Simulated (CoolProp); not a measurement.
Model: reference Helmholtz-energy equation of state, Thol 2018, in CoolProp.

### Question
Give the vapour pressure (kPa), liquid cp (kJ/(kg K)), vapour Z of saturated hydrogen chloride at -70.95, -36.05 °C.

### Answer
```
T (°C)  p (kPa)  liquid cp (kJ/(kg K))  vapour Z
------  -------  ---------------------  --------
-70.95      211                   1.67     0.951
-36.05      880                   1.76     0.876
```
